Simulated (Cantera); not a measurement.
Charge: 1 mol Si3N4, a varied amount of CO2, 17 mol H2, at 1975 K and 0.340 bar.

Equilibrium computed with Cantera from the NASA thermochemical tables; the gas is ideal and each condensed phase is pure. Candidate condensed phases: C, C6H6, C7H8, C8H18, H2O, Si, SiC, SiO2, Si2N2O, Si3N4; 151 gas species. Mutual solubility and eutectic melting of coexisting phases are not modelled. Gases not in the tables: Si2H6 and higher silanes. Kinetics and transport are ignored.

Question: Which condensed phases are stable at each of these points (n(CO2) (mol)): 0.27, 0.61, 0.94, 1.3, 1.6, 1.9, 2.3, 2.6, 3?

Answer: 
```
n(CO2) (mol)            condensed phases  Si condensed (%)
------------  --------------------------  ----------------
0.27                      Si(l) + SiC(s)              85.8
0.61          Si(l) + SiC(s) + Si2N2O(s)              70.9
0.94          Si(l) + SiC(s) + Si2N2O(s)              63.8
1.3                   SiC(s) + Si2N2O(s)              51.1
1.6                   SiC(s) + Si2N2O(s)              42.1
1.9                   SiC(s) + Si2N2O(s)              34.1
2.3                   SiC(s) + Si2N2O(s)              24.4
2.6                   SiC(s) + Si2N2O(s)              17.5
3                               gas only               0.0
```

At 0.27 mol CO2 the condensed part is Si(l) + SiC(s). From 0.61 mol CO2 to 0.94 mol CO2 the condensed part is Si(l) + SiC(s) + Si2N2O(s). From 1.3 mol CO2 to 2.6 mol CO2 the condensed part is SiC(s) + Si2N2O(s). At 3 mol CO2 nothing is condensed.
